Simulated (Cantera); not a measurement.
A closed system holds: 1 mol AlN, 5.1 mol F2, 0.21 mol O2, at 4.30 Pa.

Equilibrium computed with Cantera from the NASA thermochemical tables; the gas is ideal and each condensed phase is pure. Candidate condensed phases: Al, AlF3, AlN, Al2O3; 30 gas species. Rates play no part. All values below are at 775 °C.

Base state: F 0.807, AlF3 0.112, N2 0.0562, O2 0.0236, F2 0.00117, Al2F6 0.000136, AlF2O 3.37e-5 (mole fractions); condensed: gas only.

Task: What changes in the equilibrium state with this change: AlN replaced by BN?

Result: 
```
species    before    after
-------  --------  -------
F           0.807    0.807
BF3             0    0.112
N2         0.0562   0.0562
AlF3        0.112        0
Al2F6    0.000136        0
O2         0.0236   0.0236
AlF2O     3.37e-5        0
F2        0.00117  0.00117
```
Further candidate phases: B, BN, B2O3.
